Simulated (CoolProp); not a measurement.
Vapour-liquid equilibrium of hexamethyldisiloxane (MM) (1) + toluene (2) at 189.95 °C; x and y are mole fractions of (1).

The numbers come from the multi-fluid Helmholtz-energy mixture model, Thol 2016 and Lemmon 2006; pair parameters Bell 2016 in CoolProp.

```csv
x,"bubble pressure, mixture model (MPa)","bubble pressure, Raoult's law (MPa)","y, mixture model","y, Raoult's law"
0.05,0.6370,0.6323,0.065,0.061
0.15,0.6602,0.6469,0.186,0.179
0.25,0.6817,0.6615,0.297,0.291
0.35,0.7013,0.6761,0.400,0.399
0.45,0.7187,0.6907,0.496,0.502
0.55,0.7339,0.7053,0.588,0.601
0.65,0.7468,0.7199,0.678,0.696
0.75,0.7572,0.7345,0.767,0.787
0.85,0.7650,0.7491,0.858,0.875
0.95,0.7698,0.7637,0.951,0.959
```

The largest gap from Raoult's law is +4.1 % in bubble pressure, at x = 0.55. No azeotrope shows between x = 0.05 and 0.95.

The pair parameters rest on a limited set of measurements; away from them the model extrapolates.
